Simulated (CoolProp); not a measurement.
A simple Rankine cycle with cis-2-butene: condensing at 293.15 K, boiler at 0.913 MPa, turbine inlet 354.3 K, turbine efficiency 0.8, pump efficiency 0.6, no recuperator. Each further row changes one setting.

Computed with CoolProp (reference Helmholtz-energy equation of state, Lemmon 2005). It is a short technical equation, of lower accuracy than the large ones.

| case | thermal efficiency (%) | net work (kJ/kg) | heat in (kJ/kg) | turbine exit temperature (K) | volume ratio over the turbine |
|---|---|---|---|---|---|
| as stated | 11.4 | [?] | 468 | 303.9 | 4.96 |
| turbine inlet 374.3 K | [?] | [?] | [?] | 325.7 | 4.89 |
| condensing temperature 285.15 K | 12.8 | [?] | 485 | 296.6 | 6.45 |
| boiler pressure 0.639 MPa | 9.3 | 44.5 | 480 | [?] | 3.41 |
| turbine efficiency 0.7 | 9.9 | 46.5 | 468 | [?] | 5.05 |

### Question
Complete the blanks.

### Answer

- as stated, net work (kJ/kg): 53.4
- turbine inlet 374.3 K, thermal efficiency (%): 11.5
- turbine inlet 374.3 K, net work (kJ/kg): 58.5
- turbine inlet 374.3 K, heat in (kJ/kg): 507
- condensing temperature 285.15 K, net work (kJ/kg): 62.3
- boiler pressure 0.639 MPa, turbine exit temperature (K): 317.1
- turbine efficiency 0.7, turbine exit temperature (K): 308.4
